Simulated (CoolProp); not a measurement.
2000 sccm (0 °C, 1 atm) of nitrogen bubbles through liquid R123 at 285.4 K and leaves saturated at a total pressure of 0.15 MPa (ideal gas phase). Each further row changes one setting.

Computed with CoolProp (reference Helmholtz-energy equation of state, Younglove 1994). It is a modified Benedict-Webb-Rubin equation, recast in Helmholtz form.

| case | vapour pressure (kPa) | mole fraction of vapour | delivery (mg/min) | delivery (sccm) | change of delivery for a bath 1 K warmer (%) |
|---|---|---|---|---|---|
| as stated | 55.5 | … | 8020 | 1180 | 6.8 |
| bath temperature 290.4 K | … | 0.453 | 11300 | … | 7.6 |
| total pressure 0.3 MPa | 55.5 | … | 3100 | … | … |

Task: Some entries are withheld; supply them.

Result: 
- as stated, mole fraction of vapour: 0.370
- bath temperature 290.4 K, vapour pressure (kPa): 67.9
- bath temperature 290.4 K, delivery (sccm): 1650
- total pressure 0.3 MPa, mole fraction of vapour: 0.185
- total pressure 0.3 MPa, delivery (sccm): 454
- total pressure 0.3 MPa, change of delivery for a bath 1 K warmer (%): 5.2
